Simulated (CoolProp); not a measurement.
n-dodecane along the isobar 64 bar: density (kg/m³) from the reference equation and from simpler models built on Tc = 658.1 K, pc = 18.18 bar, ω = 0.574; each cubic takes its own stable root.

Values from CoolProp's reference Helmholtz-energy equation of state, Lemmon 2004. It is a short technical equation, of lower accuracy than the large ones.

```csv
T (K),phase,reference
389.8,liquid,685.1
407.1,liquid,672.5
424.3,liquid,659.9
441.6,liquid,647.0
458.8,liquid,633.9
476.1,liquid,620.5
493.3,liquid,606.8
510.5,liquid,592.6
527.8,liquid,578.0
```

Q: How far does each simpler model (van der Waals, Redlich-Kwong, Soave-Redlich-Kwong, Peng-Robinson) lie from the reference over these 9 states: mean and median of the absolute difference, and the worst?

A: 
- van der Waals: mean 44.0 %, median 44.1 %, worst -45.8 % at 389.8 K and 64 bar
- Redlich-Kwong: mean 21.2 %, median 21.2 %, worst -22.0 % at 389.8 K and 64 bar
- Soave-Redlich-Kwong: mean 16.8 %, median 16.6 %, worst -18.0 % at 389.8 K and 64 bar
- Peng-Robinson: mean 6.4 %, median 6.2 %, worst -7.9 % at 389.8 K and 64 bar
